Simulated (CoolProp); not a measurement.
Values from CoolProp's reference Helmholtz-energy equation of state, Thol 2017.

**Question.** For octamethyltrisiloxane (MDM), give the phase and the cp (kJ/(kg K)), fugacity coefficient at 575 K and 8.29 bar.

**Answer.** 
- 575 K and 8.29 bar: gas; cp 2.22, fugacity coefficient 0.822
